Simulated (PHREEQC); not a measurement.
Consider water at 25 °C and 300 atm with 0.088 mol HCl, 5.7e-05 mol MnSO4 and 0.094 mol Al2(SO4)3 per kg of water. Closed to the air; pH follows from the charge balance.

Model: ion-association model, phreeqc.dat, run in PHREEQC.

```json
{
  "pH": "1.42",
  "ionic_strength": "0.395 mol/kgw",
  "activity_of_water": "0.993",
  "total_alkalinity": "-88.0 meq/kg"
}
```

```
species    molality  activity   log γ
---------  --------  --------  ------
AlSO4+        0.113    0.0772  -0.164
Cl-          0.0880    0.0590  -0.174
H+           0.0493    0.0382  -0.111
SO4-2        0.0439    0.0101  -0.638
Al(SO4)2-    0.0434    0.0298  -0.164
HSO4-        0.0378    0.0277  -0.134
```

Precipitation was switched off in this run. Complexes and solids missing from the database can't appear. Under pressure, the constants of complexes without a molar volume in the database are unreliable.
